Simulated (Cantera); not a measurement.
Feed: 1 mol CaCO3, 0.22 mol O2, 1.3 mol H2O, at 10.0 Torr.

Method: chemical equilibrium by Gibbs-energy minimisation in Cantera with the NASA 1993 tables (ideal gas, pure condensed phases). Candidate condensed phases: C, C6H6, C7H8, C8H18, Ca, CaCO3, CaO, Ca(OH)2, H2O; 115 gas species. Rates play no part. All values below are at 1175 K.

Base state: H2O 0.516, CO2 0.397, O2 0.0873, OH 1.14e-5 (mole fractions); condensed: CaO(s).

Question: What changes in the equilibrium state with this change: CaCO3 replaced by MgCO3?

Answer: 
```csv
species,before,after
H2O,0.516,0.516
CO2,0.397,0.397
O2,0.0873,0.0873
OH,1.14e-5,1.14e-5
"CaO(s), mol",1.00,0
"MgO(s), mol",0,1.00
```
Further candidate phases: Mg, MgCO3, MgO, Mg(OH)2.
